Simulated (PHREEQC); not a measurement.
Solution (25 °C): 4.4 mol LiCl and 0.88 mol BaCl2 per kg of water. Closed to the air; pH follows from the charge balance.

All values are PHREEQC results (Pitzer model, pitzer.dat), not measurements.

```yaml
ionic_strength: 7.04 mol/kgw
activity_of_water: 0.748
density: 1.219 g/cm³
osmotic_coefficient: 1.408
```

| species | molality | activity | log γ |
|---|---|---|---|
| Cl- | 6.16 | 3.92 | -0.196 |
| Li+ | 4.40 | 22.9 | 0.716 |
| Ba+2 | 0.880 | 0.400 | -0.342 |
| OH- | 1.17e-7 | 9.93e-9 | -1.070 |
| H+ | 1.17e-7 | 7.62e-7 | 0.815 |

No solid was allowed to form.
